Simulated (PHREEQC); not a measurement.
Solution (25 °C): 0.38 mol NH3 and 0.0086 mol NaAlO2 per kg of water. Closed to the air; pH follows from the charge balance.

All values are PHREEQC results (ion-association model, phreeqc.dat), not measurements.

No solid was allowed to form.

What pH, activity of water does the model give?

pH 11.41; activity of water 0.993.

The solution is supersaturated, for example in Gibbsite (slow to form), so a real one may precipitate; this is no full list.
